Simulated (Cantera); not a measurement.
A closed system holds: 1 mol SiH2Cl2, 0.023 mol C3H8, 51 mol H2, a varied amount of C2H4, at 1600 °C and 143 Torr.

Cantera equilibrium calculation (NASA polynomials, part measured and part estimated; ideal gas, pure solids and liquids). Candidate condensed phases: C, C6H6, C7H8, C8H18, Si, SiC; 109 gas species. Mutual solubility and eutectic melting of coexisting phases are not modelled. Gases not in the tables: Si2H6 and higher silanes. The numbers say what is thermodynamically allowed, not how fast it happens.

Problem. Which condensed phases are stable at each of these points (n(C2H4) (mol)): 0.013, 0.021, 0.033, 0.052, 0.083, 0.13, 0.21, 0.33, 0.52, 0.81?

Solution. 
```
n(C2H4) (mol)      condensed phases  Si condensed (%)
-------------  --------------------  ----------------
0.013                Si(l) + SiC(s)              83.6
0.021                Si(l) + SiC(s)              83.6
0.033                Si(l) + SiC(s)              83.6
0.052                Si(l) + SiC(s)              83.6
0.083                Si(l) + SiC(s)              83.6
0.13                 Si(l) + SiC(s)              83.6
0.21                 Si(l) + SiC(s)              83.7
0.33                 Si(l) + SiC(s)              83.7
0.52           C(graphite) + SiC(s)              99.3
0.81           C(graphite) + SiC(s)              99.3
```

From 0.013 mol C2H4 to 0.33 mol C2H4 the condensed part is Si(l) + SiC(s). From 0.52 mol C2H4 to 0.81 mol C2H4 the condensed part is C(graphite) + SiC(s).
